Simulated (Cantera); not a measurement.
An adiabatic, constant-pressure homogeneous reactor starts with CO : H2 : CH4 : O2 : N2 = 1 : 0.34 : 0.086 : 0.561 : 2.11 (molar parts), equivalence ratio 1.5, at 1148 K and 750 Torr.

Model: GRI-Mech 3.0 (53 species, 325 reactions), integrated in Cantera.

One state of this run: T (K) = 2687; x CO = 0.152; x H2 = 0.0183; x CH4 = <1e-12; x CO2 = 0.134; x O2 = 0.00673; x C2H2 = <1e-12; x C2H4 = <1e-12. x: mole fraction; the columns are a selection and need not sum to one.

Which value of t (s) does it belong to?
A) 0.00592
B) 8.77e-6
C) 2.96e-6
D) 7.70e-5

A, 0.00592
